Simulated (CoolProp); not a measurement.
Vapour-liquid equilibrium of dimethyl carbonate (1) + n-heptane (2) at 6.63 bar; x and y are mole fractions of (1).

Computed with CoolProp (multi-fluid Helmholtz-energy mixture model, Zhou 2011 and Span 2003; pair parameters Bell 2016).

```tsv
x	bubble temperature (°C)	y at the bubble point	dew temperature at overall composition x (°C)	liquid density (mol/L)
0.05	173.4	0.117	176.2	5.414
0.15	166.2	0.288	172.0	5.719
0.25	161.6	0.402	167.7	6.027
0.35	158.7	0.484	163.6	6.351
0.45	157.0	0.546	159.8	6.705
0.55	156.0	0.600	156.9	7.099
0.65	155.7	0.651	155.7	7.545
0.75	156.1	0.709	156.6	8.048
0.85	157.3	0.786	158.8	8.614
0.95	160.4	0.907	161.6	9.235
```

y crosses x between x = 0.65 and 0.75: the model has an azeotrope there.

Pair parameters are fitted to limited data, so mixtures are less certain than the pure fluids.
